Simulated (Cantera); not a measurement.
What does this Cantera script print?

```python
import numpy as np
import cantera as ct

gas = ct.Solution("h2o2.yaml")


def delay(T, t_max=10):
    gas.TPX = T, 101325, {'H2': 1, 'O2': 0.455, 'N2': 1.71}
    reactor = ct.IdealGasReactor(gas, clone=False)
    net = ct.ReactorNet([reactor])
    net.rtol, net.atol = 1e-8, 1e-16
    while net.time < t_max:
        t_old, T_old = net.time, reactor.T
        net.step()
        if reactor.T > T + 400:  # ignition: a rise of 400 K
            return t_old + (T + 400 - T_old) / (reactor.T - T_old) * (net.time - t_old)
    return np.nan


taus = []
for T in [1250, 1350, 1450, 1550, 1650, 1750, 1850]:
    taus.append(delay(T))
    print(f"T0 = {T:6g} K   tau = {taus[-1]:.4e} s")
```

Output:

```
T0 =   1250 K   tau = 3.4502e-05 s
T0 =   1350 K   tau = 2.2908e-05 s
T0 =   1450 K   tau = 1.6898e-05 s
T0 =   1550 K   tau = 1.3674e-05 s
T0 =   1650 K   tau = 1.2031e-05 s
T0 =   1750 K   tau = 1.1391e-05 s
T0 =   1850 K   tau = 1.1456e-05 s
```

Computed with Cantera and the H2/O2 subset of GRI-Mech 3.0, which has no nitrogen chemistry. Where the delays flatten at high temperature, the 400 K rule measures the pace of heat release, not the induction time.
